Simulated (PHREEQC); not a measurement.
Consider water at 65 °C with 0.16 mol/kgw ZnSO4. Closed to the air; pH follows from the charge balance.

Computed with PHREEQC (ion-association model, phreeqc.dat).

```json
[
 {"quantity": "pH", "before": "5.09", "after": "5.13"},
 {"quantity": "Zn+2 (mol/kgw)", "before": "0.0758", "after": "0.0396"},
 {"quantity": "ZnSO4 (mol/kgw)", "before": "0.0638", "after": "0.0335"},
 {"quantity": "SO4-2 (mol/kgw)", "before": "0.0554", "after": "0.0327"},
 {"quantity": "Zn(SO4)2-2 (mol/kgw)", "before": "0.0204", "after": "0.00688"}
]
```

Task: What was changed between the two runs?
A) 0.2 mol/kgw H2SO4 added
B) temperature from 65 to 75 °C
C) ZnSO4 from 0.16 to 0.08 mol/kgw
D) diluted 10-fold with water

Result: C, ZnSO4 from 0.16 to 0.08 mol/kgw

This is a speciation only: nothing precipitates in the calculation. Away from 25 °C the constants follow the database's enthalpies or fits; those with neither stay at their 25 °C values.
